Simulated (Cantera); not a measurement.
A closed system holds: 1 mol MgO, a varied amount of F₂, at 1273 K and 0.000200 bar.

Equilibrium computed with Cantera from the NASA thermochemical tables; the gas is ideal and each condensed phase is pure. Candidate condensed phases: Mg, MgF₂, MgO; 14 gas species. Mutual solubility and eutectic melting of coexisting phases are not modelled. Kinetics and transport are ignored.

### Question
What share of the Mg ends up in condensed phases as a function of n(F₂) (mol), at 0.66, 2.1, 3.6, 5.1, 6.5, 8, 9.5, 11, 12, 14, 15, 17, 18?

### Answer
```json
[
 {"n(F₂) (mol)": "0.66", "Mg condensed (%)": "100.0", "as": "MgF₂(s) + MgO(s)"},
 {"n(F₂) (mol)": "2.1", "Mg condensed (%)": "99.6", "as": "MgF₂(s)"},
 {"n(F₂) (mol)": "3.6", "Mg condensed (%)": "99.2", "as": "MgF₂(s)"},
 {"n(F₂) (mol)": "5.1", "Mg condensed (%)": "98.9", "as": "MgF₂(s)"},
 {"n(F₂) (mol)": "6.5", "Mg condensed (%)": "98.5", "as": "MgF₂(s)"},
 {"n(F₂) (mol)": "8", "Mg condensed (%)": "98.1", "as": "MgF₂(s)"},
 {"n(F₂) (mol)": "9.5", "Mg condensed (%)": "97.7", "as": "MgF₂(s)"},
 {"n(F₂) (mol)": "11", "Mg condensed (%)": "97.3", "as": "MgF₂(s)"},
 {"n(F₂) (mol)": "12", "Mg condensed (%)": "97.0", "as": "MgF₂(s)"},
 {"n(F₂) (mol)": "14", "Mg condensed (%)": "96.5", "as": "MgF₂(s)"},
 {"n(F₂) (mol)": "15", "Mg condensed (%)": "96.2", "as": "MgF₂(s)"},
 {"n(F₂) (mol)": "17", "Mg condensed (%)": "95.7", "as": "MgF₂(s)"},
 {"n(F₂) (mol)": "18", "Mg condensed (%)": "95.4", "as": "MgF₂(s)"}
]
```
